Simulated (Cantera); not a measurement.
A Cantera script and what it prints.

```python
import numpy as np
import cantera as ct

gas_names = """
    CL CLO CL2 Fe FeCL FeCL2 FeCL3 FeO Fe(OH)2 Fe2CL4 Fe2CL6 H HCL HOCL HO2 H2 H2O H2O2 O OH O2 O3
""".split()
cond_names = """
    Fe(a) Fe(c) Fe(d) Fe(L) FeCL2(s) FeCL2(L) FeCL3(s) FeCL3(L) FeO(s) FeO(L) Fe(OH)2(s) Fe(OH)3(s)
    Fe2O3(s) Fe3O4(s) H2O(s) H2O(L)
""".split()


def load(file, names, dense=False):
    # The tables refer to 1 bar. Condensed volumes are neglected.
    table = {s.name: s for s in ct.Species.list_from_file(file)}
    out = []
    for n in names:
        d = dict(table[n].input_data)
        d["thermo"] = dict(d["thermo"], **{"reference-pressure": 1e5})
        if dense:
            d["equation-of-state"] = {"model": "constant-volume", "density": "1e6 g/cm^3"}
        out.append(ct.Species.from_dict(d))
    return out


gas = ct.Solution(thermo="ideal-gas", species=load("nasa_gas.yaml", gas_names))
cond = {s.name: ct.Solution(thermo="fixed-stoichiometry", species=[s], name=s.name)
        for s in load("nasa_condensed.yaml", cond_names, dense=True)}
atoms = {
    'Fe2O3': {'Fe': 2, 'O': 3},
    'Cl2': {'CL': 2},
    'H2': {'H': 2},
}
top_T = {'Fe2O3(s)': 1830, 'Fe3O4(s)': 1870}  # K; cautious upper limits of use, not melting points


def equilibrate(T, P, feed):
    n = {}
    for name, mol in feed.items():
        for a, k in atoms[name].items():
            n[a] = n.get(a, 0.0) + k * mol
    gas.TPX = T, P, n
    mass = sum(n.values()) * gas.mean_molecular_weight
    gas.equilibrate("TP")
    valid = [c for c in cond.values() if c.min_temp <= T <= top_T.get(c.name, c.max_temp)]
    mix = ct.Mixture([(gas, mass / gas.mean_molecular_weight)] + [(c, 0.0) for c in valid])
    mix.T, mix.P = T, P
    mix.equilibrate("TP", solver="vcs", rtol=1e-11, max_steps=5000)
    return mix


results = []
feed = {'Fe2O3': 1, 'Cl2': 0.027, 'H2': 7.5}  # mol
P = 13332.2  # Pa
for T in [975, 1025, 1075, 1125, 1175, 1225, 1275]:
    mix = equilibrate(T, P, feed)
    results.append((T, P, feed, dict(zip(mix.species_names, mix.species_moles))))
    x = sorted(zip(gas.X, gas.species_names), reverse=True)
    print(f"T = {T:g} K  P = {P:g} Pa  gas = {mix.phase_moles(0):.4g} mol")
    print("   x: " + "  ".join(f"{s} {v:.3e}" for v, s in x if v > 1e-05))
    print("   condensed (mol): " + ("  ".join(f"{mix.phase(i).name} {mix.phase_moles(i):.4g}"
          for i in range(1, mix.n_phases) if mix.phase_moles(i) > 1e-12) or "none"))
```

It prints:

```
T = 975 K  P = 13332.2 Pa  gas = 7.527 mol
   x: H2 8.504e-01  H2O 1.424e-01  HCL 7.156e-03
   condensed (mol): Fe(a) 0.07214  FeO(s) 1.928
T = 1025 K  P = 13332.2 Pa  gas = 7.527 mol
   x: H2 8.347e-01  H2O 1.581e-01  HCL 7.150e-03  FeCL2 1.211e-05
   condensed (mol): Fe(a) 0.1903  FeO(s) 1.81
T = 1075 K  P = 13332.2 Pa  gas = 7.527 mol
   x: H2 8.181e-01  H2O 1.747e-01  HCL 7.144e-03  FeCL2 1.525e-05
   condensed (mol): Fe(a) 0.3149  FeO(s) 1.685
T = 1125 K  P = 13332.2 Pa  gas = 7.527 mol
   x: H2 8.014e-01  H2O 1.914e-01  HCL 7.137e-03  FeCL2 1.870e-05
   condensed (mol): Fe(a) 0.4408  FeO(s) 1.559
T = 1175 K  P = 13332.2 Pa  gas = 7.527 mol
   x: H2 7.854e-01  H2O 2.075e-01  HCL 7.129e-03  FeCL2 2.250e-05
   condensed (mol): Fe(a) 0.5617  FeO(s) 1.438
T = 1225 K  P = 13332.2 Pa  gas = 7.527 mol
   x: H2 7.696e-01  H2O 2.232e-01  HCL 7.121e-03  FeCL2 2.658e-05
   condensed (mol): Fe(c) 0.6799  FeO(s) 1.32
T = 1275 K  P = 13332.2 Pa  gas = 7.527 mol
   x: H2 7.548e-01  H2O 2.380e-01  HCL 7.112e-03  FeCL2 3.095e-05
   condensed (mol): Fe(c) 0.7916  FeO(s) 1.208
```

These are equilibrium values from Cantera (NASA tables, ideal gas, pure condensed phases), not measurements of a reactor. Mutual solubility and eutectic melting of coexisting phases are not modelled. The tables' stoichiometric FeO is somewhat more stable than real wüstite, so its field is too wide. FeO: taken at fixed stoichiometry.
